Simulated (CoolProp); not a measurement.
Hydrogen chloride along the isotherm 353.8 K: Z from the reference equation and from simpler models built on Tc = 324.7 K, pc = 83.14 bar, ω = 0.130; each cubic takes its own stable root.

Model: reference Helmholtz-energy equation of state, Thol 2018, in CoolProp.

```json
[
 {"p (bar)": "75.6", "phase": "gas", "reference": "0.7023"},
 {"p (bar)": "151", "phase": "supercritical", "reference": "0.3494"},
 {"p (bar)": "227", "phase": "supercritical", "reference": "0.4001"},
 {"p (bar)": "302", "phase": "supercritical", "reference": "0.4846"},
 {"p (bar)": "378", "phase": "supercritical", "reference": "0.5724"},
 {"p (bar)": "453", "phase": "supercritical", "reference": "0.6581"},
 {"p (bar)": "529", "phase": "supercritical", "reference": "0.7437"},
 {"p (bar)": "605", "phase": "supercritical", "reference": "0.8279"},
 {"p (bar)": "680", "phase": "supercritical", "reference": "0.9097"},
 {"p (bar)": "756", "phase": "supercritical", "reference": "0.9913"},
 {"p (bar)": "831", "phase": "supercritical", "reference": "1.071"}
]
```

Q: How far does each simpler model (van der Waals, Redlich-Kwong, Soave-Redlich-Kwong, Peng-Robinson) lie from the reference over these 11 states: mean and median of the absolute difference, and the worst?

A: 
- van der Waals: mean 37.2 %, median 42.4 %, worst +44.7 % at 353.8 K and 831 bar
- Redlich-Kwong: mean 14.1 %, median 14.4 %, worst +19.4 % at 353.8 K and 227 bar
- Soave-Redlich-Kwong: mean 15.8 %, median 15.3 %, worst +24.5 % at 353.8 K and 151 bar
- Peng-Robinson: mean 5.7 %, median 4.1 %, worst +15.4 % at 353.8 K and 151 bar
